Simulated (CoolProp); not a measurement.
Properties of octamethylcyclotetrasiloxane (D4) along the isotherm 359.3 K.

Model: reference Helmholtz-energy equation of state, Thol 2015, in CoolProp.

| p (MPa) | phase | speed of sound (m/s) | isothermal compressibility (1/MPa) | fugacity coefficient |
|---|---|---|---|---|
| 0.00213 | gas | 101.0 | 471.1 | 0.9966 |
| 0.011 | liquid | 719.2 | 0.002616 | 0.4331 |
| 0.0251 | liquid | 719.4 | 0.002614 | 0.1901 |
| 0.0571 | liquid | 719.7 | 0.002612 | 0.08386 |
| 0.13 | liquid | 720.4 | 0.002606 | 0.03714 |
| 0.296 | liquid | 722.0 | 0.002593 | 0.01662 |
| 0.674 | liquid | 725.7 | 0.002563 | 0.007616 |
